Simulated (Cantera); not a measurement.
Cantera run:

```python
import numpy as np
import cantera as ct

gas_names = """
    CL CL2 H HCL H2 Si SiCL SiCL2 SiCL3 SiCL4 SiH SiHCL3 SiH2 SiH2CL2 SiH3 SiH3CL SiH4 Si2 Si3
""".split()
cond_names = """
    Si(cr) Si(L)
""".split()


# ... load() reads the species with a 1 bar reference pressure and builds the phases ...
atoms = {
    'SiCl4': {'Si': 1, 'CL': 4},
    'HCl': {'H': 1, 'CL': 1},
    'H2': {'H': 2},
}
top_T = {}  # K; cautious upper limits of use, not melting points


# ... equilibrate(T, P, feed) seeds the gas with the atoms and calls Mixture.equilibrate('TP', solver="vcs", rtol=1e-11, max_steps=5000) ...
results = []
feed = {'SiCl4': 1, 'HCl': 1.8, 'H2': 0.31}  # mol
T = 900  # K
P = 250000  # Pa
mix = equilibrate(T, P, feed)
results.append((T, P, feed, dict(zip(mix.species_names, mix.species_moles))))
print(gas.report(threshold=1e-06))
for i in range(1, mix.n_phases):
    print(f"{mix.phase(i).name:16s} {mix.phase_moles(i):12.5e} mol")
```

Result:

```
       temperature   900 K
          pressure   2.5e+05 Pa
           density   2.5367 kg/m^3
  mean mol. weight   75.927 kg/kmol
   phase of matter   gas

                          1 kg             1 kmol
                     ---------------   ---------------
          enthalpy       -3.0926e+06       -2.3482e+08  J
   internal energy       -3.1912e+06        -2.423e+08  J
           entropy            3756.3        2.8521e+05  J/K
    Gibbs function       -6.4733e+06        -4.915e+08  J
 heat capacity c_p            722.44             54853  J/K
 heat capacity c_v            612.93             46538  J/K

                      mass frac. Y      mole frac. X     chem. pot. / RT
                     ---------------   ---------------   ---------------
               HCL           0.27799           0.57894           -35.984
                H2         0.0026424          0.099521           -18.641
             SiCL3         2.317e-06        1.3086e-06           -107.06
             SiCL4           0.71909           0.32138           -133.72
            SiHCL3        0.00027993        0.00015692           -116.38
     [  +14 minor]        1.0068e-08        7.6853e-09

Si(cr)            0.00000e+00 mol
```

Method: chemical equilibrium by Gibbs-energy minimisation in Cantera with the NASA 1993 tables (ideal gas, pure condensed phases).
